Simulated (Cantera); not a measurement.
An isothermal, constant-pressure homogeneous reactor starts with C₂H₆ : N₂ = 1 : 4.2 (molar parts), at 1775 K and 0.0190 bar. Integrator tolerance rtol = 1e-08.

Computed with Cantera and GRI-Mech 3.0 (53 species, 325 reactions). GRI-Mech 3.0 stops at C3 and has no aromatics, soot or wall deposition, so with more carbon than oxygen in the feed, carbon stays in small species such as C2H2 where larger ones or solid carbon would form. Radical loss at walls, strong at low pressure, is not modelled.

**Question.** What does this change do: temperature 1775 to 1450 K?

**Answer.** 
```json
[
 {"quantity": "x(C₂H₆) at 70.0 s", "before": "1.50e-10 (gas-phase equilibrium 8.81e-11)", "after": "1.36e-6 (gas-phase equilibrium 1.45e-8)"},
 {"quantity": "x(CH₄) at 70.0 s", "before": "6.92e-5 (gas-phase equilibrium 5.38e-5)", "after": "0.0201 (gas-phase equilibrium 0.00120)"},
 {"quantity": "x(C₂H₄) at 70.0 s", "before": "2.02e-5 (gas-phase equilibrium 1.13e-5)", "after": "0.000328 (gas-phase equilibrium 0.000217)"},
 {"quantity": "x(H₂) at 70.0 s", "before": "0.277 (gas-phase equilibrium 0.277)", "after": "0.253 (gas-phase equilibrium 0.276)"},
 {"quantity": "x(HCN) at 70.0 s", "before": "6.10e-5 (gas-phase equilibrium 0.122)", "after": "1.23e-7 (gas-phase equilibrium 0.102)"},
 {"quantity": "x(H) at 70.0 s", "before": "0.00111 (gas-phase equilibrium 0.00111)", "after": "2.57e-5 (gas-phase equilibrium 3.63e-5)"},
 {"quantity": "x(CH₃) at 70.0 s", "before": "5.61e-6 (gas-phase equilibrium 4.36e-6)", "after": "4.11e-5 (gas-phase equilibrium 3.19e-6)"}
]
```

**Question.** What does this change do: pressure from 0.0190 bar to 1.01 bar?

**Answer.** 
```tsv
quantity	before	after
x(C₂H₆) at 70.0 s	1.50e-10 (gas-phase equilibrium 8.81e-11)	4.25e-7 (gas-phase equilibrium 2.41e-7)
x(CH₄) at 70.0 s	6.92e-5 (gas-phase equilibrium 5.38e-5)	0.00371 (gas-phase equilibrium 0.00280)
x(C₂H₄) at 70.0 s	2.02e-5 (gas-phase equilibrium 1.13e-5)	0.00104 (gas-phase equilibrium 0.000588)
x(H₂) at 70.0 s	0.277 (gas-phase equilibrium 0.277)	0.272 (gas-phase equilibrium 0.274)
x(HCN) at 70.0 s	6.10e-5 (gas-phase equilibrium 0.122)	0.000219 (gas-phase equilibrium 0.122)
x(H) at 70.0 s	0.00111 (gas-phase equilibrium 0.00111)	0.000151 (gas-phase equilibrium 0.000152)
x(CH₃) at 70.0 s	5.61e-6 (gas-phase equilibrium 4.36e-6)	4.15e-5 (gas-phase equilibrium 3.13e-5)
```

**Question.** What does this change do: temperature 1775 to 1800 K?

**Answer.** 
```tsv
quantity	before	after
x(C₂H₆) at 70.0 s	1.50e-10 (gas-phase equilibrium 8.81e-11)	1.07e-10 (gas-phase equilibrium 6.41e-11)
x(CH₄) at 70.0 s	6.92e-5 (gas-phase equilibrium 5.38e-5)	5.61e-5 (gas-phase equilibrium 4.43e-5)
x(C₂H₄) at 70.0 s	2.02e-5 (gas-phase equilibrium 1.13e-5)	1.69e-5 (gas-phase equilibrium 9.41e-6)
x(H₂) at 70.0 s	0.277 (gas-phase equilibrium 0.277)	0.277 (gas-phase equilibrium 0.277)
x(HCN) at 70.0 s	6.10e-5 (gas-phase equilibrium 0.122)	9.12e-5 (gas-phase equilibrium 0.123)
x(H) at 70.0 s	0.00111 (gas-phase equilibrium 0.00111)	0.00138 (gas-phase equilibrium 0.00138)
x(CH₃) at 70.0 s	5.61e-6 (gas-phase equilibrium 4.36e-6)	5.62e-6 (gas-phase equilibrium 4.44e-6)
```
